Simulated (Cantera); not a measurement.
Charge: 1 mol Al2O3, 0.19 mol H2O, at 750 K and 0.100 bar.

Method: chemical equilibrium by Gibbs-energy minimisation in Cantera with the NASA 1993 tables (ideal gas, pure condensed phases). Candidate condensed phases: Al, Al2O3, H2O; 19 gas species. Equilibrium is a limit: real reactors are often held back by kinetics, nucleation or transport.

Base state: H2O 1.00 (mole fractions); condensed: Al2O3(s).

Problem. What changes in the equilibrium state with this change: temperature from 750 K to 2298 K?

Solution. 
```csv
species,before,after
H2O,1.00,0.909
H2,<1e-9,0.0445
OH,<1e-9,0.0210
O2,<1e-9,0.0176
AlO2H,<1e-9,3.52e-5
H,<1e-9,0.00639
O,<1e-9,0.00206
"Al2O3(s), mol",1.00,1.000
```
Gases not in the tables: Al(OH)3.
